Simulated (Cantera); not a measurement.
An isothermal, constant-pressure homogeneous reactor starts with CH4 : H2 = 1 : 2.6 (molar parts), at 1650 K and 20.0 Torr.

Model: GRI-Mech 3.0 (53 species, 325 reactions), integrated in Cantera. GRI-Mech 3.0 stops at C3 and has no aromatics, soot or wall deposition, so with more carbon than oxygen in the feed, carbon stays in small species such as C2H2 where larger ones or solid carbon would form. Radical loss at walls, strong at low pressure, is not modelled.

x: mole fraction; the columns are a selection and need not sum to one.

```csv
t (s),x CH4,x H2,x CH2,x C2H4,x H,x CH3
8.00e-5,0.278,0.722,1.44e-11,1.88e-10,1.66e-6,1.08e-5
0.000218,0.278,0.722,1.35e-10,5.13e-9,4.10e-6,2.98e-5
0.000594,0.278,0.722,1.09e-9,1.16e-7,1.07e-5,8.15e-5
0.00162,0.278,0.722,8.07e-9,2.44e-6,2.87e-5,0.000221
0.00442,0.277,0.722,5.43e-8,4.80e-5,7.62e-5,0.000588
0.0120,0.274,0.724,2.75e-7,0.000731,0.000184,0.00140
0.0328,0.256,0.734,…,…,0.000265,…
0.0894,0.212,0.761,4.34e-7,0.00238,0.000284,0.00159
0.244,0.142,0.804,3.48e-7,0.00120,0.000321,0.00115
0.665,…,0.848,…,…,…,…
1.81,0.0257,0.875,1.28e-7,0.000214,0.000459,0.000273
4.94,0.00825,0.886,5.27e-8,0.000185,0.000510,9.64e-5
13.5,0.00295,0.889,2.03e-8,0.000184,0.000526,3.53e-5
36.7,0.00158,0.890,1.11e-8,0.000185,0.000528,1.90e-5
100,0.00143,0.890,1.01e-8,0.000185,0.000529,1.73e-5
```

Fill in the missing entries.


- 0.0328, x CH2: 4.81e-7
- 0.0328, x C2H4: 0.00290
- 0.0328, x CH3: 0.00186
- 0.665, x CH4: 0.0703
- 0.665, x CH2: 2.38e-7
- 0.665, x C2H4: 0.000440
- 0.665, x H: 0.000383
- 0.665, x CH3: 0.000642
